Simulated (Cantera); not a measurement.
Input: 1 mol Si3N4, 4.4 mol H2O, 10 mol H2, held at 51.0 Pa.

Equilibrium computed with Cantera from the NASA thermochemical tables; the gas is ideal and each condensed phase is pure. Candidate condensed phases: H2O, Si, SiO2, Si2N2O, Si3N4; 35 gas species. The tables hold silica as quartz up to 1696 K and as liquid above; real silica turns to tridymite and cristobalite and melts near 1996 K. Kinetics and transport are ignored.

Q: What share of the Si ends up in condensed phases as a function of T (K), at 1500, 1525, 1550, 1575, 1600, 1625, 1650, 1675, 1700, 1725, 1750?

A: 
```json
[
 {"T (K)": "1500", "Si condensed (%)": "46.6", "as": "SiO2(β-quartz)"},
 {"T (K)": "1525", "Si condensed (%)": "46.6", "as": "SiO2(β-quartz)"},
 {"T (K)": "1550", "Si condensed (%)": "46.6", "as": "SiO2(β-quartz)"},
 {"T (K)": "1575", "Si condensed (%)": "46.5", "as": "SiO2(β-quartz)"},
 {"T (K)": "1600", "Si condensed (%)": "46.4", "as": "SiO2(β-quartz)"},
 {"T (K)": "1625", "Si condensed (%)": "46.2", "as": "SiO2(β-quartz)"},
 {"T (K)": "1650", "Si condensed (%)": "45.8", "as": "SiO2(β-quartz)"},
 {"T (K)": "1675", "Si condensed (%)": "45.1", "as": "SiO2(β-quartz)"},
 {"T (K)": "1700", "Si condensed (%)": "43.9", "as": "SiO2(condensed)"},
 {"T (K)": "1725", "Si condensed (%)": "42.1", "as": "SiO2(condensed)"},
 {"T (K)": "1750", "Si condensed (%)": "39.2", "as": "SiO2(condensed)"}
]
```
